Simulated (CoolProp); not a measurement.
Properties of dimethyl ether along the isobar 23.1 MPa.

Values from CoolProp's reference Helmholtz-energy equation of state, Wu 2011.

```tsv
T (°C)	phase	Z	cv (kJ/(kg K))	speed of sound (m/s)	Joule-Thomson coefficient (K/MPa)	isothermal compressibility (1/MPa)	viscosity (µPa s)
82.05	liquid	0.5785	1.661	823.7	-0.1340	0.003519	104
93.25	liquid	0.5754	1.687	780.0	-0.09070	0.004035	96.4
104.45	liquid	0.5736	1.714	737.3	-0.04181	0.004649	89.5
115.55	liquid	0.5733	1.742	696.2	0.01303	0.005377	83.1
126.75	liquid	0.5743	1.771	656.1	0.07575	0.006257	77.1
137.95	supercritical	0.5769	1.800	617.5	0.1468	0.007313	71.4
149.15	supercritical	0.5811	1.830	580.9	0.2271	0.008577	66.1
160.35	supercritical	0.5870	1.861	546.4	0.3171	0.01008	61.2
171.55	supercritical	0.5948	1.891	514.4	0.4169	0.01185	56.7
182.75	supercritical	0.6044	1.921	485.3	0.5258	0.01389	52.6
193.95	supercritical	0.6159	1.951	459.2	0.6420	0.01620	48.9
205.05	supercritical	0.6292	1.979	436.6	0.7614	0.01870	45.7
```

Viscosity comes from a separate model (Meng 2012).
